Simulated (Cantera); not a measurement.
What does this Cantera script print?

```python
import numpy as np
import cantera as ct

gas_names = """
    CL CLO CL2 H HCL HOCL HO2 H2 H2O H2O2 O OH O2 O3 Ti TiCL TiCL2 TiCL3 TiCL4 TiO TiOCL TiOCL2 TiO2
""".split()
cond_names = """
    H2O(s) H2O(L) Ti(a) Ti(b) Ti(L) TiCL2(s) TiCL3(s) TiCL4(L) TiO(a) TiO(b) TiO(L) TiO2(ru) TiO2(L)
    Ti2O3(a) Ti2O3(b) Ti2O3(L) Ti3O5(a) Ti3O5(b) Ti3O5(L) Ti4O7(s) Ti4O7(L)
""".split()


# ... load() reads the species with a 1 bar reference pressure and builds the phases ...
atoms = {
    'TiCl4': {'Ti': 1, 'CL': 4},
    'O2': {'O': 2},
    'H2': {'H': 2},
}
top_T = {'TiCL2(s)': 1300, 'TiCL3(s)': 1000}  # K; cautious upper limits of use, not melting points


# ... equilibrate(T, P, feed) seeds the gas with the atoms and calls Mixture.equilibrate('TP', solver="vcs", rtol=1e-11, max_steps=5000) ...
results = []
feed = {'TiCl4': 1, 'O2': 0.77, 'H2': 41}  # mol
P = 100000  # Pa
for T in [1200, 1275, 1350, 1425, 1500, 1575, 1650, 1725, 1800, 1875, 1950, 2025, 2100, 2175]:
    mix = equilibrate(T, P, feed)
    results.append((T, P, feed, dict(zip(mix.species_names, mix.species_moles))))
    x = sorted(zip(gas.X, gas.species_names), reverse=True)
    print(f"T = {T:g} K  P = {P:g} Pa  gas = {mix.phase_moles(0):.4g} mol")
    print("   x: " + "  ".join(f"{s} {v:.3e}" for v, s in x if v > 0.001))
    print("   condensed (mol): " + ("  ".join(f"{mix.phase(i).name} {mix.phase_moles(i):.4g}"
          for i in range(1, mix.n_phases) if mix.phase_moles(i) > 1e-12) or "none"))
```

Result:

```
T = 1200 K  P = 100000 Pa  gas = 42.93 mol
   x: H2 9.118e-01  HCL 8.635e-02  TiCL4 1.405e-03
   condensed (mol): Ti3O5(b) 0.3075
T = 1275 K  P = 100000 Pa  gas = 42.94 mol
   x: H2 9.115e-01  HCL 8.659e-02  TiCL4 1.134e-03
   condensed (mol): Ti3O5(b) 0.3074
T = 1350 K  P = 100000 Pa  gas = 42.96 mol
   x: H2 9.102e-01  HCL 8.834e-02
   condensed (mol): Ti2O3(b) 0.09833  Ti3O5(b) 0.2481
T = 1425 K  P = 100000 Pa  gas = 42.98 mol
   x: H2 9.088e-01  HCL 9.017e-02
   condensed (mol): Ti2O3(b) 0.2169  Ti3O5(b) 0.1763
T = 1500 K  P = 100000 Pa  gas = 42.98 mol
   x: H2 9.079e-01  HCL 9.114e-02
   condensed (mol): Ti2O3(b) 0.292  Ti3O5(b) 0.1302
T = 1575 K  P = 100000 Pa  gas = 42.99 mol
   x: H2 9.074e-01  HCL 9.168e-02
   condensed (mol): Ti2O3(b) 0.3493  Ti3O5(b) 0.09423
T = 1650 K  P = 100000 Pa  gas = 42.99 mol
   x: H2 9.068e-01  HCL 9.200e-02
   condensed (mol): Ti2O3(b) 0.4023  Ti3O5(b) 0.06039
T = 1725 K  P = 100000 Pa  gas = 43 mol
   x: H2 9.063e-01  HCL 9.220e-02  H2O 1.049e-03
   condensed (mol): Ti2O3(b) 0.4579  Ti3O5(b) 0.02424
T = 1800 K  P = 100000 Pa  gas = 43 mol
   x: H2 9.058e-01  HCL 9.221e-02  H2O 1.322e-03
   condensed (mol): Ti2O3(b) 0.4944
T = 1875 K  P = 100000 Pa  gas = 43.01 mol
   x: H2 9.056e-01  HCL 9.202e-02  H2O 1.416e-03
   condensed (mol): Ti2O3(b) 0.493
T = 1950 K  P = 100000 Pa  gas = 43.02 mol
   x: H2 9.051e-01  HCL 9.177e-02  H2O 1.528e-03  H 1.091e-03
   condensed (mol): Ti2O3(b) 0.4914
T = 2025 K  P = 100000 Pa  gas = 43.03 mol
   x: H2 9.044e-01  HCL 9.147e-02  H 1.830e-03  H2O 1.664e-03
   condensed (mol): Ti2O3(b) 0.4893
T = 2100 K  P = 100000 Pa  gas = 43.06 mol
   x: H2 9.033e-01  HCL 9.109e-02  H 2.961e-03  H2O 1.830e-03
   condensed (mol): Ti2O3(b) 0.4868
T = 2175 K  P = 100000 Pa  gas = 43.1 mol
   x: H2 9.016e-01  HCL 9.069e-02  H 4.635e-03  H2O 1.986e-03
   condensed (mol): Ti2O3(L) 0.4844
```

Method: chemical equilibrium by Gibbs-energy minimisation in Cantera with the NASA 1993 tables (ideal gas, pure condensed phases). Mutual solubility and eutectic melting of coexisting phases are not modelled. The tables' values for TiCl2 are old estimates; treat these amounts as uncertain.
